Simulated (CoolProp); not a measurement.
Computed with CoolProp (reference Helmholtz-energy equation of state, Gedanitz 2015).

### Question
For cyclopentane, give the phase and the Z, Joule-Thomson coefficient (K/MPa), fugacity coefficient at 422.7 K and 19600 kPa; 465.1 K and 19600 kPa; 521.7 K and 19600 kPa.

### Answer
- 422.7 K and 19600 kPa: liquid; Z 0.609, Joule-Thomson coefficient -0.223, fugacity coefficient 0.0897
- 465.1 K and 19600 kPa: liquid; Z 0.594, Joule-Thomson coefficient -0.112, fugacity coefficient 0.157
- 521.7 K and 19600 kPa: supercritical; Z 0.592, Joule-Thomson coefficient 0.0870, fugacity coefficient 0.274
